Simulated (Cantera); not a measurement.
A Cantera script and its output.

```python
import numpy as np
import cantera as ct

gas = ct.Solution("gri30.yaml")
gas.TPX = 1023, 520, {'H2': 0.037, 'O2': 1}
reactor = ct.IdealGasConstPressureReactor(gas, energy="off", clone=False)
net = ct.ReactorNet([reactor])
net.rtol, net.atol = 1e-08, 1e-18
show = ['H2', 'O2', 'H', 'O', 'HO2', 'H2O']
times = np.geomspace(0.0007, 200, 9)

steps = ct.SolutionArray(gas, extra=["t"])
rows = []
print(f"{'t/s':>10s}{'T/K':>9s}{'P/Pa':>11s}" + "".join(f"{s:>11s}" for s in show))
for t in times:
    while net.time < t:
        t_next = net.step()
        steps.append(gas.state, t=t_next)
    rows.append([np.interp(t, steps.t, y) for y in (steps.T, steps.P, *steps(*show).X.T)])
    print(f"{t:10.3e}{rows[-1][0]:9.1f}{rows[-1][1]:11.4g}" + "".join(f"{x:11.3e}" for x in rows[-1][2:]))
rate = np.gradient(steps.T, steps.t)
print("integrator steps:", len(steps.t))
if steps.T.max() > steps.T[0] + 200:
    print(f"time of steepest temperature rise: {steps.t[rate.argmax()]:.4e} s")
gas.TPX = 1023, 520, {'H2': 0.037, 'O2': 1}
gas.equilibrate("TP")
print(f"equilibrium (TP): T = {gas.T:.1f} K  " + "  ".join(f"{s} {gas[s].X[0]:.3e}" for s in show))
```

Result:

```
       t/s      T/K       P/Pa         H2         O2          H          O        HO2        H2O
 7.000e-04   1023.0        520  3.568e-02  9.643e-01  1.144e-10  1.255e-10  1.692e-10  7.182e-11
 3.366e-03   1023.0        520  3.568e-02  9.643e-01  2.613e-09  5.499e-09  8.430e-10  7.334e-09
 1.618e-02   1023.0        520  2.965e-02  9.600e-01  1.662e-03  2.861e-03  1.758e-06  4.574e-03
 7.782e-02   1023.0        520  3.607e-04  9.460e-01  3.835e-03  1.556e-02  1.862e-06  3.308e-02
 3.742e-01   1023.0        520  8.789e-05  9.595e-01  4.409e-04  3.717e-03  1.201e-06  3.566e-02
 1.799e+00   1023.0        520  5.779e-06  9.634e-01  7.678e-06  2.511e-04  3.116e-07  3.624e-02
 8.651e+00   1023.0        520  3.229e-07  9.636e-01  1.083e-07  1.463e-05  3.887e-08  3.631e-02
 4.159e+01   1023.0        520  2.874e-08  9.637e-01  3.026e-09  1.346e-06  4.697e-09  3.632e-02
 2.000e+02   1023.0        520  3.879e-09  9.637e-01  1.546e-10  1.853e-07  8.051e-10  3.633e-02
integrator steps: 2020
equilibrium (TP): T = 1023.0 K  H2 8.826e-11  O2 9.637e-01  H 5.429e-13  O 4.267e-09  HO2 6.770e-10  H2O 3.633e-02
```

Computed with Cantera and GRI-Mech 3.0 (53 species, 325 reactions). Radical loss at walls, strong at low pressure, is not modelled. The temperature is held fixed by assumption; the heat of reaction is taken as removed at once.
